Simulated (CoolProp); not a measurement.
Properties of R115 along the isobar 0.101 MPa (Tc = 80.0 °C, pc = 3.129 MPa, ω = 0.248).

The numbers come from the reference Helmholtz-energy equation of state, Lemmon 2016 in CoolProp.

```
T (°C)  phase       Z  expansivity (1/kK)  fugacity coefficient
------  -----  ------  ------------------  --------------------
25.45     gas  0.9816               3.555                0.9820
54.25     gas  0.9864               3.192                0.9866
83.05     gas  0.9897               2.904                0.9898
111.75    gas  0.9921               2.669                0.9921
140.55    gas  0.9938               2.470                0.9938
169.35    gas  0.9951               2.300                0.9952
198.05    gas  0.9962               2.154                0.9962
226.85    gas  0.9970               2.025                0.9970
```
